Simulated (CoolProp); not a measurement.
Saturation properties of diethyl ether.

Computed with CoolProp (reference Helmholtz-energy equation of state, Thol 2014).

| T (°C) | p (bar) | enthalpy of vaporisation (kJ/kg) | liquid cp (kJ/(kg K)) |
|---|---|---|---|
| 36.25 | [?] | 356.6 | 2.374 |
| 42.65 | 1.344 | 350.9 | 2.398 |
| 49.05 | 1.656 | 345.0 | 2.423 |
| 55.45 | 2.022 | 339.0 | [?] |
| 61.85 | [?] | 332.8 | 2.476 |
| 68.25 | 2.936 | 326.4 | 2.504 |
| 74.55 | 3.487 | 319.9 | 2.532 |
| 80.95 | 4.124 | 313.0 | 2.563 |
| 87.35 | 4.845 | 305.9 | 2.595 |
| 93.75 | 5.656 | 298.5 | 2.629 |
| 100.15 | [?] | 290.8 | 2.666 |
| 106.55 | 7.578 | 282.7 | 2.705 |
| 112.95 | 8.704 | 274.3 | 2.747 |
| 119.25 | 9.928 | [?] | 2.793 |
| 125.65 | [?] | 256.1 | 2.844 |

Question: Complete the blanks.

Answer: 
- 36.25, p (bar): 1.080
- 55.45, liquid cp (kJ/(kg K)): 2.449
- 61.85, p (bar): 2.446
- 100.15, p (bar): 6.565
- 119.25, enthalpy of vaporisation (kJ/kg): 265.5
- 125.65, p (bar): 11.30

It boils at 34.5 °C under 1 atm.
